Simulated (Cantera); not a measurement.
Charge: 1 mol FeS, 0.82 mol H2S, 2.5 mol O2, equilibrated at 627 °C.

Cantera equilibrium calculation (NASA polynomials, part measured and part estimated; ideal gas, pure solids and liquids). Candidate condensed phases: Fe, FeO, Fe(OH)2, Fe(OH)3, FeS, FeSO4, FeS2, Fe2O3, Fe2(SO4)3, Fe3O4, H2O, H2SO4, S; 22 gas species. FeS: taken at fixed stoichiometry. Gases not in the tables: S3 to S7. Kinetics and transport are ignored.

At 0.170 bar, list the 6 most abundant gas species with their mole fractions, and the condensed phases.

SO2 0.644, H2O 0.334, S2 0.0145, H2S 0.00622, S2O 0.00132, H2 0.000278. Condensed: FeS(s) + Fe3O4(s).
